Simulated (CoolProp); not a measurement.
Values from CoolProp's reference Helmholtz-energy equation of state, Akasaka 2023.

**Question.** For R1336mzz(E), give the phase and the speed of sound (m/s), Joule-Thomson coefficient (K/MPa) at 334.4 K and 1.85 MPa; 330.6 K and 0.186 MPa; 298.9 K and 1.42 MPa.

**Answer.** 
- 334.4 K and 1.85 MPa: liquid; speed of sound 416, Joule-Thomson coefficient 0.0345
- 330.6 K and 0.186 MPa: gas; speed of sound 128, Joule-Thomson coefficient 19.4
- 298.9 K and 1.42 MPa: liquid; speed of sound 573, Joule-Thomson coefficient -0.197
